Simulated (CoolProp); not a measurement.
Properties of hexamethyldisiloxane (MM) along the isobar 1.53 MPa (Tc = 245.6 °C, pc = 1.931 MPa, ω = 0.418).

Model: reference Helmholtz-energy equation of state, Thol 2016, in CoolProp.

```csv
T (°C),phase,density (kg/m³),cp (kJ/(kg K)),speed of sound (m/s),expansivity (1/kK),fugacity coefficient
196.65,liquid,539.7,2.481,312.8,3.721,0.4631
215.35,liquid,496.1,2.665,232.7,5.631,0.5859
234.15,gas,106.5,2.880,86.64,17.06,0.7008
252.95,gas,86.39,2.429,109.5,7.998,0.7408
271.75,gas,76.23,2.343,123.3,5.642,0.7729
290.55,gas,69.38,2.322,133.6,4.484,0.8000
309.25,gas,64.25,2.325,142.0,3.780,0.8231
328.05,gas,60.13,2.339,149.3,3.294,0.8433
346.85,gas,56.72,2.359,155.7,2.938,0.8610
```
